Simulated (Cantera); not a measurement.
Source: NASA polynomial tables (part measured, part estimated), evaluated in Cantera. Values are per mole of reaction as written; species without (g) are pure solids or liquids, kept so even where they would boil at 1 bar.

Between 300 and 2748 K, where is each reaction favourable under standard conditions?
- 2 Al2O(g) + 6 F2(g) → O2(g) + 4 AlF3(g)


- 2 Al2O(g) + 6 F2(g) → O2(g) + 4 AlF3(g): ΔG° is -4424 kJ at 300 K and -3435 kJ at 2748 K; it stays negative (K > 1). ΔH° is -4525 kJ and ΔS° -397 J/K at 2748 K.
